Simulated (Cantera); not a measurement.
A Cantera script and what it prints.

```python
import numpy as np
import cantera as ct

gas_names = """
    Mg MgN MgO Mg2 N NO NO2 NO3 N2 N2O O O2 O3
""".split()
cond_names = """
    Mg(cr) Mg(L) MgO(s) MgO(L)
""".split()


def load(file, names, dense=False):
    # The tables refer to 1 bar. Condensed volumes are neglected.
    table = {s.name: s for s in ct.Species.list_from_file(file)}
    out = []
    for n in names:
        d = dict(table[n].input_data)
        d["thermo"] = dict(d["thermo"], **{"reference-pressure": 1e5})
        if dense:
            d["equation-of-state"] = {"model": "constant-volume", "density": "1e6 g/cm^3"}
        out.append(ct.Species.from_dict(d))
    return out


gas = ct.Solution(thermo="ideal-gas", species=load("nasa_gas.yaml", gas_names))
cond = {s.name: ct.Solution(thermo="fixed-stoichiometry", species=[s], name=s.name)
        for s in load("nasa_condensed.yaml", cond_names, dense=True)}
atoms = {
    'MgO': {'Mg': 1, 'O': 1},
    'N2': {'N': 2},
}
top_T = {}  # K; cautious upper limits of use, not melting points


def equilibrate(T, P, feed):
    n = {}
    for name, mol in feed.items():
        for a, k in atoms[name].items():
            n[a] = n.get(a, 0.0) + k * mol
    gas.TPX = T, P, n
    mass = sum(n.values()) * gas.mean_molecular_weight
    gas.equilibrate("TP")
    valid = [c for c in cond.values() if c.min_temp <= T <= top_T.get(c.name, c.max_temp)]
    mix = ct.Mixture([(gas, mass / gas.mean_molecular_weight)] + [(c, 0.0) for c in valid])
    mix.T, mix.P = T, P
    mix.equilibrate("TP", solver="vcs", rtol=1e-11, max_steps=5000)
    return mix


results = []
feed = {'MgO': 1, 'N2': 0.41}  # mol
P = 1000  # Pa
for T in [1673, 1723, 1773, 1823, 1873, 1923, 1973, 2023, 2073, 2123, 2173, 2223, 2273]:
    mix = equilibrate(T, P, feed)
    results.append((T, P, feed, dict(zip(mix.species_names, mix.species_moles))))

top = {s: max(r[3][s] / sum(r[3][g] for g in gas_names) for r in results) for s in gas_names}
cols = sorted((s for s in top if top[s] > 0.0001), key=lambda s: -top[s])[:9]
seen = [c for c in cond_names if any(r[3].get(c, 0) > 1e-12 for r in results)]
print("log10 of partial pressures in bar; condensed amounts in mol")
print(f"{'T/K':>10s}" + "".join(f"{s[:9]:>10s}" for s in cols + seen))
for T, P, feed, n in results:
    ng = sum(n[g] for g in gas_names)
    print(f"{T:10.4g}" + "".join(f"{np.log10(max(n[s] / ng * P / 1e5, 1e-99)):10.3f}" for s in cols)
          + "".join(f"{n.get(c, 0):10.4g}" for c in seen))
```

Output:

```
log10 of partial pressures in bar; condensed amounts in mol
       T/K        N2        Mg        O2         O        NO       MgO    MgO(s)
      1673    -2.000    -7.605    -8.952    -8.952    -7.668   -11.031         1
      1723    -2.000    -7.218    -8.401    -8.446    -7.310   -10.437         1
      1773    -2.000    -6.848    -7.891    -7.973    -6.977    -9.876         1
      1823    -2.000    -6.494    -7.420    -7.532    -6.667    -9.346         1
      1873    -2.000    -6.154    -6.984    -7.119    -6.379    -8.844         1
      1923    -2.000    -5.828    -6.580    -6.732    -6.111    -8.369    0.9999
      1973    -2.000    -5.515    -6.205    -6.368    -5.861    -7.919    0.9999
      2023    -2.000    -5.215    -5.855    -6.026    -5.626    -7.491    0.9997
      2073    -2.001    -4.926    -5.527    -5.703    -5.405    -7.084    0.9995
      2123    -2.002    -4.650    -5.220    -5.398    -5.198    -6.696    0.9991
      2173    -2.003    -4.385    -4.930    -5.108    -5.002    -6.327    0.9983
      2223    -2.006    -4.130    -4.656    -4.833    -4.817    -5.975    0.9969
      2273    -2.010    -3.887    -4.397    -4.571    -4.642    -5.638    0.9945
```

Cantera equilibrium calculation (NASA polynomials, part measured and part estimated; ideal gas, pure solids and liquids).
